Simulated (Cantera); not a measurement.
Mixture: 11.4 % CH₄, 1.71 % CO, 18.3 % O₂, 68.6 % N₂, equivalence ratio 1.3, at 3750 Torr, adiabatic and at constant pressure. Ignition delay is the time to a rise of 400 K.

Computed with Cantera and GRI-Mech 3.0 (53 species, 325 reactions).

Question: Predict: delay at 1350 K; delay at 1425 K; delay at 1500 K; delay at 1575 K; delay at 1650 K; apparent activation energy between 1500 and 1650 K.

Answer: 
```
Quantity                                                 Value
--------------------------------------------------  ----------
delay at 1350 K                                        2.07 ms
delay at 1425 K                                       0.881 ms
delay at 1500 K                                       0.396 ms
delay at 1575 K                                       0.189 ms
delay at 1650 K                                        95.4 µs
apparent activation energy between 1500 and 1650 K  200 kJ/mol
```
